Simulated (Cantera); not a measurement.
CHF₃ + Si + H₂ (fluorocarbon and chlorocarbon gases)

Input: 1 mol CHF₃, 0.037 mol Si, 0.27 mol H₂, at 1698 K and 2.30 mbar.

Method: chemical equilibrium by Gibbs-energy minimisation in Cantera with the NASA 1993 tables (ideal gas, pure condensed phases). Candidate condensed phases: C, C₆H₆, C₇H₈, C₈H₁₈, Si, SiC; 113 gas species. Gases not in the tables: C₂F₆ and larger saturated fluorocarbons. Equilibrium is a limit: real reactors are often held back by kinetics, nucleation or transport.

The x(HF) is 0.805 and the x(CF₄) is 0.168. The x(SiF₄) is 0.0193. The x(CF₂) comes out as 0.00494. The x(F) is 0.00232 and the x(CF₃) comes out as 0.000312. The x(CF) comes out as 1.83e-6. The x(CHF₃) is 1.05e-6. The n(C(graphite)) is 0.668 mol. The gas amount is 1.913 mol and the log10 activity of Si(l) (absent) is -22.32.
